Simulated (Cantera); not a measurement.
A perfectly stirred reactor is fed with H2 : O2 : N2 = 1.2 : 1 : 4.5 (molar parts), equivalence ratio 0.60, at 0.170 bar; it is held at 1050 K, and followed from long to short residence time.

Computed with Cantera and GRI-Mech 3.0 (53 species, 325 reactions). The temperature is held fixed by assumption; the heat of reaction is taken as removed at once.

Task: What does this change do: N2 4.5 to 29 parts?

Result: 
```tsv
quantity	before	after
x(H2) at τ = 10.0 s	0.000136	6.27e-5
x(O2) at τ = 10.0 s	0.0656	0.0131
x(N2O) at τ = 10.0 s	1.70e-7	9.57e-8
x(H2O2) at τ = 10.0 s	4.62e-7	1.16e-7
x(H2O) at τ = 10.0 s	0.197	0.0391
x(H2) at τ = 36.0 ms	0.00446	0.00195
x(O2) at τ = 36.0 ms	0.0674	0.0141
x(N2O) at τ = 36.0 ms	3.98e-8	1.79e-8
x(H2O2) at τ = 36.0 ms	1.62e-6	1.93e-7
x(H2O) at τ = 36.0 ms	0.191	0.0364
```
